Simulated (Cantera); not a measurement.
Pyrogenic steam for wet oxidation

An isothermal, constant-pressure homogeneous reactor starts with H2 : O2 : N2 = 0.36 : 1 : 0.57 (molar parts), at 848 K and 0.132 atm.

Detailed kinetics in Cantera: the H2/O2 subset of GRI-Mech 3.0, which has no nitrogen chemistry. Radical loss at walls, strong at low pressure, is not modelled. Below about 950 K walls govern HO2 and H2O2 in real vessels. The temperature is held fixed by assumption; the heat of reaction is taken as removed at once.

```tsv
t (s)	x H2	x O2	x HO2	x H	x H2O
3.00e-6	0.187	0.518	<1e-12	<1e-12	<1e-12
1.02e-5	0.187	0.518	<1e-12	<1e-12	<1e-12
3.44e-5	0.187	0.518	2.77e-12	2.07e-12	<1e-12
0.000116	0.187	0.518	1.28e-11	8.12e-12	7.10e-12
0.000393	0.187	0.518	1.39e-10	8.59e-11	2.00e-10
0.00133	0.187	0.518	8.73e-8	5.45e-8	1.60e-7
0.00451	0.0657	0.486	0.000116	0.000227	0.133
0.0152	0.0558	0.483	4.83e-5	6.17e-8	0.144
0.0516	0.0558	0.483	1.76e-5	3.59e-8	0.144
0.175	0.0556	0.483	1.91e-5	4.53e-8	0.144
0.591	0.0546	0.483	2.51e-5	7.99e-8	0.145
2.00	0.0483	0.481	3.26e-5	1.27e-7	0.152
```
x: mole fraction; the columns are a selection and need not sum to one.

Equilibrium at this temperature and pressure: H2 <1e-12, O2 0.469, HO2 8.39e-11, H <1e-12, H2O 0.206 (gas phase only).
